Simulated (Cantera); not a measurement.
Input (Python, Cantera):

```python
import numpy as np
import cantera as ct

gas = ct.Solution("gri30.yaml")
gas.TPX = 425, 99000, {'C2H4': 1, 'O2': 2.73, 'N2': 10.3, 'H2O': 0.48}
inlet = ct.Reservoir(gas, clone=True)
gas.equilibrate("HP")  # start burning
reactor = ct.IdealGasConstPressureReactor(gas, energy="on", clone=False)
exhaust = ct.Reservoir(gas, clone=True)
tau = [0.3, 0.12, 0.046, 0.018, 0.0071, 0.0028, 0.0011, 0.00043, 0.00017, 6.6e-05, 2.6e-05][0]
for a, b in ((inlet, reactor), (reactor, exhaust)):
    ct.MassFlowController(a, b, mdot=lambda t: reactor.mass / tau)
net = ct.ReactorNet([reactor])
show = ['C2H4', 'O2', 'H2O', 'CO2', 'CH2CO']

rows = []
print(f"{'tau/s':>10s}{'T/K':>9s}" + "".join(f"{s:>11s}" for s in show))
for tau in [0.3, 0.12, 0.046, 0.018, 0.0071, 0.0028, 0.0011, 0.00043, 0.00017, 6.6e-05, 2.6e-05]:
    net.initial_time = 0.0
    net.advance(30 * tau)
    before = gas.X
    net.advance(40 * tau)
    drift = np.max(np.abs(gas.X - before) / (gas.X + 1e-9))
    rows.append([gas.T, *gas[show].X, drift])
    print(f"{tau:10.3e}{gas.T:9.1f}" + "".join(f"{x:11.3e}" for x in gas[show].X))
```

Result:

```
     tau/s      T/K       C2H4         O2        H2O        CO2      CH2CO
 3.000e-01   2389.9  3.083e-07  3.315e-03  1.534e-01  9.732e-02  6.061e-08
 1.200e-01   2383.9  7.350e-07  3.657e-03  1.530e-01  9.683e-02  1.469e-07
 4.600e-02   2370.0  1.742e-06  4.397e-03  1.520e-01  9.570e-02  3.612e-07
 1.800e-02   2343.3  3.818e-06  5.717e-03  1.503e-01  9.358e-02  8.498e-07
 7.100e-03   2299.6  7.892e-06  7.741e-03  1.474e-01  9.029e-02  1.964e-06
 2.800e-03   2238.3  1.599e-05  1.039e-02  1.435e-01  8.606e-02  4.525e-06
 1.100e-03   2164.2  3.327e-05  1.342e-02  1.388e-01  8.140e-02  1.039e-05
 4.300e-04   2084.3  7.391e-05  1.671e-02  1.342e-01  7.657e-02  2.402e-05
 1.700e-04   2004.9  1.791e-04  2.070e-02  1.304e-01  7.076e-02  5.730e-05
 6.600e-05   1911.9  5.332e-04  2.800e-02  1.279e-01  6.012e-02  1.596e-04
 2.600e-05    425.0  6.892e-02  1.881e-01  3.308e-02 -1.188e-15 -1.937e-16
```

Model: GRI-Mech 3.0 (53 species, 325 reactions), integrated in Cantera. GRI-Mech 3.0 was tuned for natural gas; its chemistry of ethylene as a main component is partial and can be far from experiment.
